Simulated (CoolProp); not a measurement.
Ethane at 537.86 K and 0.314 MPa is compressed adiabatically to 0.838 MPa with isentropic efficiency 0.7. Each further row changes one setting.

Values from CoolProp's reference Helmholtz-energy equation of state, Bücker 2006.

```
case             work (kJ/kg)  final temperature (K)  final density (kg/m³)
---------------  ------------  ---------------------  ---------------------
as stated                 218                  614.4                   4.95
efficiency 1              153                  592.5                   5.14
efficiency 0.65           235                  619.9                   4.91
```
